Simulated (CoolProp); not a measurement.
A simple Rankine cycle with n-pentane: condensing at 309.15 K, boiler at 1.19 MPa, turbine inlet 422.1 K, turbine efficiency 0.85, pump efficiency 0.6, no recuperator. Each further row changes one setting.

Values from CoolProp's reference Helmholtz-energy equation of state, Thol 2019.

| case | thermal efficiency (%) | net work (kJ/kg) | heat in (kJ/kg) | turbine exit temperature (K) | volume ratio over the turbine |
|---|---|---|---|---|---|
| as stated | 15.1 | 82.4 | 546 | (withheld) | (withheld) |
| turbine inlet 442.1 K | 14.9 | 88.7 | (withheld) | 387.5 | 12.2 |
| condensing temperature 301.15 K | (withheld) | 92.0 | 565 | 360.6 | 16.5 |
| boiler pressure 0.833 MPa | 13.3 | 74.3 | 560 | 376.7 | (withheld) |
| turbine efficiency 0.75 | 13.3 | (withheld) | 546 | (withheld) | 12.8 |

### Question
Complete the blanks.

### Answer

- as stated, turbine exit temperature (K): 365.9
- as stated, volume ratio over the turbine: 12.6
- turbine inlet 442.1 K, heat in (kJ/kg): 597
- condensing temperature 301.15 K, thermal efficiency (%): 16.3
- boiler pressure 0.833 MPa, volume ratio over the turbine: 8.33
- turbine efficiency 0.75, net work (kJ/kg): 72.4
- turbine efficiency 0.75, turbine exit temperature (K): 370.9
